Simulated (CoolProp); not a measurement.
Vapour-liquid equilibrium of 1-butene (1) + acetone (2) at 0.0208 MPa; x and y are mole fractions of (1).

Computed with CoolProp (multi-fluid Helmholtz-energy mixture model, Lemmon 2005 and Lemmon 2006; pair parameters Bell 2016).

```tsv
x	bubble temperature (K)	y at the bubble point	dew temperature at overall composition x (K)	liquid density (mol/L)
0.05	264.6	0.732	288.3	13.96
0.125	248.4	0.907	286.6	13.99
0.2	241.5	0.945	284.8	13.86
0.275	238.2	0.958	282.8	13.67
0.35	236.5	0.964	280.6	13.46
0.425	235.7	0.967	278.2	13.24
0.5	235.3	0.969	275.6	13.02
0.575	235.1	0.969	272.6	12.80
0.65	235.0	0.970	269.1	12.60
0.725	234.7	0.972	265.0	12.41
0.8	234.3	0.974	259.7	12.23
0.875	233.7	0.980	252.5	12.07
0.95	232.9	0.989	240.3	11.92
```

No azeotrope shows between x = 0.05 and 0.95.

Pair parameters are fitted to limited data, so mixtures are less certain than the pure fluids. With so large a gap from Raoult's law the liquid may split in two, which this calculation doesn't test in full.
